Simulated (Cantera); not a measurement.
Gas-phase reforming

A perfectly stirred reactor is fed with CH₄ : CO₂ = 1 : 1 (molar parts), at 100.0 Torr; it is held at 2073 K, and followed from long to short residence time.

Model: GRI-Mech 3.0 (53 species, 325 reactions), integrated in Cantera.

```tsv
τ (s)	x CH₄	x CO₂	x H₂	x H₂O	x C₂H₂	x C₂H₄	x O₂
1.7	0.00176	0.00386	0.477	0.0177	0.00976	5.68e-6	1.75e-9
0.52	0.00337	0.00751	0.460	0.0331	0.0183	1.49e-5	4.99e-9
0.16	0.00646	0.0148	0.430	0.0603	0.0338	4.22e-5	1.27e-8
0.050	0.0122	0.0295	0.383	0.101	0.0583	0.000125	2.66e-8
0.015	0.0240	0.0617	0.324	0.148	0.0906	0.000416	4.08e-8
0.0047	0.0504	0.129	0.285	0.158	0.114	0.00140	3.51e-8
0.0015	0.109	0.241	0.275	0.105	0.109	0.00442	1.49e-8
0.00045	0.220	0.366	0.224	0.0370	0.0715	0.0118	3.33e-9
```
x: mole fraction; the columns are a selection and need not sum to one.
